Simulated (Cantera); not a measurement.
Charge: 1 mol MgSO4, 0.19 mol CO2, held at 0.730 bar.

These are equilibrium values from Cantera (NASA tables, ideal gas, pure condensed phases), not measurements of a reactor. Candidate condensed phases: C, Mg, MgCO3, MgO, MgS, MgSO4, S; 26 gas species. Rates play no part.

**Question.** At 1225 °C, list the 4 most abundant gas species with their mole fractions, and the condensed phases.

**Answer.** SO2 0.585, O2 0.292, CO2 0.113, SO3 0.0102. Condensed: MgO(s).
